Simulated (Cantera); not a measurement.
A perfectly stirred reactor is fed with 33.3 % C₂H₆, 66.7 % N₂, at 0.247 atm; it is held at 1725 K, and followed from long to short residence time.

Model: GRI-Mech 3.0 (53 species, 325 reactions), integrated in Cantera. GRI-Mech 3.0 stops at C3 and has no aromatics, soot or wall deposition, so with more carbon than oxygen in the feed, carbon stays in small species such as C2H2 where larger ones or solid carbon would form.

Question: Predict: x(C₂H₆) at τ = 2.30 s; x(C₂H) at τ = 2.30 s; x(C₂H₄) at τ = 2.30 s; x(CH₃) at τ = 2.30 s; x(H₂) at τ = 2.30 s; x(C₂H₆) at τ = 75.0 ms; x(C₂H) at τ = 75.0 ms; x(C₂H₄) at τ = 75.0 ms; x(CH₃) at τ = 75.0 ms; x(H₂) at τ = 75.0 ms.

Answer: 
| Property | Result |
|---|---|
| x(C₂H₆) at τ = 2.30 s | 8.69e-6 |
| x(C₂H) at τ = 2.30 s | 8.27e-7 |
| x(C₂H₄) at τ = 2.30 s | 0.000805 |
| x(CH₃) at τ = 2.30 s | 0.000192 |
| x(H₂) at τ = 2.30 s | 0.384 |
| x(C₂H₆) at τ = 75.0 ms | 0.000198 |
| x(C₂H) at τ = 75.0 ms | 1.28e-6 |
| x(C₂H₄) at τ = 75.0 ms | 0.00182 |
| x(CH₃) at τ = 75.0 ms | 0.000931 |
| x(H₂) at τ = 75.0 ms | 0.352 |
